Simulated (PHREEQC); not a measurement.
## Buffer

Dissolve 0.0043 mol/kgw HF, 0.007 mol/kgw Na2CO3 and 0.057 mol/kgw NaCl at 25 °C and 500 atm. Closed to the air; pH follows from the charge balance.

Model: ion-association model, phreeqc.dat, run in PHREEQC.

Each row changes one thing in this solution. No solid was allowed to form.

| case | pH | ionic strength (mol/kgw) | HCO3- (mol/kgw) | CO3-2 (mol/kgw) | NaCO3- (mol/kgw) | NaHCO3 (mol/kgw) | SI of Halite (NaCl) |
|---|---|---|---|---|---|---|---|
| as made | 9.45 | 0.0716 | 0.00418 | 0.00174 | 0.000909 | 0.000172 | -4.24 |
| diluted 100-fold with water | … | 0.000717 | 6.28e-5 | 7.00e-6 | 7.48e-8 | 3.80e-8 | -8.07 |
| temperature from 25 to 20 °C | 9.53 | 0.0719 | 0.00416 | 0.00189 | 0.000764 | 0.000177 | -4.23 |
| NaCl from 0.057 to 0.57 mol/kgw | … | … | 0.00347 | 0.000844 | 0.00184 | 0.000843 | -2.44 |
| Na2CO3 replaced by (NH4)2CO3 at the same molality | 8.66 | … | 0.00618 | 0.000419 | 0.000179 | 0.000208 | -4.33 |
| temperature from 25 to 75 °C | 8.66 | 0.0692 | 0.00433 | 0.000485 | 0.00204 | 0.000131 | … |

Question: What belongs in the gaps?

Answer: 
- diluted 100-fold with water, pH: 9.10
- NaCl from 0.057 to 0.57 mol/kgw, pH: 9.00
- NaCl from 0.057 to 0.57 mol/kgw, ionic strength (mol/kgw): 0.582
- Na2CO3 replaced by (NH4)2CO3 at the same molality, ionic strength (mol/kgw): 0.0688
- temperature from 25 to 75 °C, SI of Halite (NaCl): -4.28

Complexes and solids missing from the database can't appear. Under pressure, the constants of complexes without a molar volume in the database are unreliable. At this temperature some constants are extrapolated from 25 °C, and those without enthalpy data are left unchanged.
